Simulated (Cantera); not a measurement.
Charge: 1 mol C2H6, 0.045 mol H2O, 0.3 mol N2, 0.3 mol CO2, equilibrated at 0.190 bar.

Cantera equilibrium calculation (NASA polynomials, part measured and part estimated; ideal gas, pure solids and liquids). Candidate condensed phases: C, C6H6, C7H8, C8H18, H2O; 136 gas species. Kinetics and transport are ignored.

**Question.** At 1475 K, list the 5 most abundant gas species with their mole fractions, and the condensed phases.

**Answer.** H2 0.763, CO 0.162, N2 0.0751, CH4 0.000321, HCN 0.000211. Condensed: C(graphite).
